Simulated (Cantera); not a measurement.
Input: 1 mol SO2, 1.7 mol H2, at 2098.15 K and 1 atm.

These are equilibrium values from Cantera (NASA tables, ideal gas, pure condensed phases), not measurements of a reactor. Candidate condensed phases: H2O, H2SO4, S; 19 gas species. Rates play no part.

Base state: H2O 0.510, H2 0.171, SO2 0.148, S2 0.0988, SO 0.0294, H2S 0.0248, SH 0.0114, S2O 0.00309 (mole fractions); condensed: gas only.

**Question.** What changes in the equilibrium state with this change: temperature from 2098.15 K to 1275 K?

**Answer.** 
| species | before | after |
|---|---|---|
| H2O | 0.510 | 0.654 |
| SO2 | 0.148 | 0.118 |
| S2 | 0.0988 | 0.117 |
| H2 | 0.171 | 0.0193 |
| H2S | 0.0248 | 0.0870 |
| SO | 0.0294 | 0.000309 |
| SH | 0.0114 | 0.000269 |
| H | 0.00127 | 1.02e-7 |
| OH | 0.000447 | 4.01e-8 |
Gases not in the tables: S3 to S7.
